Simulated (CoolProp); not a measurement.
Vapour-liquid equilibrium of R124 (1) + R142b (2) at 9.63 bar; x and y are mole fractions of (1).

Model: multi-fluid Helmholtz-energy mixture model, de Vries 1995 and Lemmon 2006; pair parameters Bell 2016, in CoolProp.

```
x     bubble temperature (°C)  y at the bubble point  dew temperature at overall composition x (°C)  liquid density (mol/L)
----  -----------------------  ---------------------  ---------------------------------------------  ----------------------
0.05                     63.8                  0.054                                           63.8                   9.926
0.15                     63.3                  0.160                                           63.4                   9.822
0.25                     62.9                  0.264                                           63.0                   9.721
0.35                     62.5                  0.368                                           62.6                   9.621
0.45                     62.0                  0.471                                           62.1                   9.522
0.55                     61.5                  0.573                                           61.7                   9.424
0.65                     61.0                  0.673                                           61.1                   9.328
0.75                     60.4                  0.771                                           60.5                   9.233
0.85                     59.7                  0.866                                           59.8                   9.139
0.95                     59.0                  0.957                                           59.0                   9.044
```

No azeotrope shows between x = 0.05 and 0.95.

Pair parameters are fitted to limited data, so mixtures are less certain than the pure fluids.
